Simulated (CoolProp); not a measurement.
Saturation properties of dodecamethylcyclohexasiloxane (D6).

Model: reference Helmholtz-energy equation of state, Colonna 2008, in CoolProp. It is a short technical equation, of lower accuracy than the large ones.

```
T (K)   p (MPa)  liquid density (kg/m³)  vapour density (kg/m³)
-----  --------  ----------------------  ----------------------
381.3  0.001059                   875.9                  0.1490
394.7  0.002006                   860.7                  0.2730
408.1  0.003592                   845.2                  0.4742
421.6  0.006146                   829.4                  0.7882
435     0.01002                   813.5                   1.252
448.4   0.01572                   797.3                   1.919
461.9   0.02389                   780.6                   2.856
475.3   0.03510                   763.5                   4.125
488.7   0.05018                   745.9                   5.818
502.1   0.07001                   727.7                   8.042
515.6   0.09580                   708.6                   10.95
529      0.1283                   688.7                   14.68
```

It boils at 518.1 K under 1 atm.
